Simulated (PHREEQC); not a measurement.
Make-up at 20 °C: 2.5 mol KOH, 0.085 mol CaCl2 and 0.18 mol LiCl per kg of water. Closed to the air; pH follows from the charge balance.

All values are PHREEQC results (Pitzer model, pitzer.dat), not measurements.

Each row changes one thing in this solution. Precipitation was switched off in this run.

```csv
case,pH,SI of Sylvite (KCl)
as made,14.62,-1.27
diluted 5-fold with water,13.73,-2.65
CaCl2 left out,14.69,-1.57
0.63 mol/kgw Na2SO4 added,14.62,-1.34
KOH from 2.5 to 5 mol/kgw,___,-0.83
3.4 mol/kgw HCl added,-0.28,___
CaCl2 from 0.085 to 0.128 mol/kgw,14.59,-1.16
diluted 10-fold with water,13.43,-3.20
```

**Question.** What belongs in the gaps?

**Answer.** 
- KOH from 2.5 to 5 mol/kgw, pH: 15.42
- 3.4 mol/kgw HCl added, SI of Sylvite (KCl): -0.25

Complexes and solids missing from the database can't appear. Some of these states are supersaturated (in Portlandite, Arcanite, for instance). In brines, pH and single-ion activities rest on the MacInnes convention.
